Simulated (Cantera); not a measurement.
What does this Cantera script print?

```python
import numpy as np
import cantera as ct

gas_names = """
    H HO2 H2 H2O H2O2 H2S H2SO4 Mg MgH MgO MgOH MgO2H2 MgS Mg2 O OH O2 O3 S SH SO SO2 SO3 S2 S2O S8
""".split()
cond_names = """
    H2O(s) H2O(L) H2SO4(L) Mg(cr) Mg(L) MgO(s) MgO(L) MgO2H2(s) MgS(s) MgSO4(s) MgSO4(L) S(cr1) S(cr2)
    S(L)
""".split()


# ... load() reads the species with a 1 bar reference pressure and builds the phases ...
atoms = {
    'MgSO4': {'Mg': 1, 'S': 1, 'O': 4},
    'H2': {'H': 2},
}
top_T = {'MgS(s)': 2250}  # K; cautious upper limits of use, not melting points


# ... equilibrate(T, P, feed) seeds the gas with the atoms and calls Mixture.equilibrate('TP', solver="vcs", rtol=1e-11, max_steps=5000) ...
results = []
feed = {'MgSO4': 1, 'H2': 0.39}  # mol
P = 133.322  # Pa
for T in [773, 848, 923, 998, 1073, 1148, 1223, 1298, 1373, 1448, 1523]:
    mix = equilibrate(T, P, feed)
    results.append((T, P, feed, dict(zip(mix.species_names, mix.species_moles))))

top = {s: max(r[3][s] / sum(r[3][g] for g in gas_names) for r in results) for s in gas_names}
cols = sorted((s for s in top if top[s] > 1e-05), key=lambda s: -top[s])[:6]
seen = [c for c in cond_names if any(r[3].get(c, 0) > 1e-12 for r in results)]
print("log10 of partial pressures in bar; condensed amounts in mol")
print(f"{'T/K':>10s}" + "".join(f"{s[:9]:>10s}" for s in cols + seen))
for T, P, feed, n in results:
    ng = sum(n[g] for g in gas_names)
    print(f"{T:10.4g}" + "".join(f"{np.log10(max(n[s] / ng * P / 1e5, 1e-99)):10.3f}" for s in cols)
          + "".join(f"{n.get(c, 0):10.4g}" for c in seen))
```

Result:

```
log10 of partial pressures in bar; condensed amounts in mol
       T/K       SO2       H2O        O2       SO3        OH         O    MgO(s)  MgSO4(s)
       773    -3.176    -3.176   -16.353    -9.591   -14.436   -21.849      0.39      0.61
       848    -3.176    -3.176   -11.812    -7.908   -12.331   -18.072      0.39      0.61
       923    -3.176    -3.176    -8.026    -6.506   -10.572   -14.917    0.3902    0.6098
       998    -3.173    -3.192    -4.832    -5.322    -9.091   -12.246    0.4108    0.5892
      1073    -3.108    -3.512    -3.627    -5.011    -8.355   -10.719         1         0
      1148    -3.106    -3.512    -3.624    -5.317    -7.837    -9.912         1         0
      1223    -3.105    -3.513    -3.622    -5.585    -7.383    -9.205         1         0
      1298    -3.105    -3.513    -3.621    -5.823    -6.981    -8.579         1         0
      1373    -3.105    -3.513    -3.621    -6.034    -6.624    -8.021         1         0
      1448    -3.105    -3.514    -3.621    -6.223    -6.303    -7.520         1         0
      1523    -3.105    -3.514    -3.621    -6.393    -6.014    -7.069         1         0
```

These are equilibrium values from Cantera (NASA tables, ideal gas, pure condensed phases), not measurements of a reactor.
